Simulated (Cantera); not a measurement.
Input: 1 mol S, 0.29 mol H₂, at 2202 °C.

Cantera equilibrium calculation (NASA polynomials, part measured and part estimated; ideal gas, pure solids and liquids). Candidate condensed phases: S; 7 gas species. The numbers say what is thermodynamically allowed, not how fast it happens.

Question: At 10.0 Pa, list the 5 most abundant gas species with their mole fractions, and the condensed phases.

Answer: S 0.613, H 0.337, S₂ 0.0242, H₂ 0.0224, SH 0.00389. Condensed: gas only.
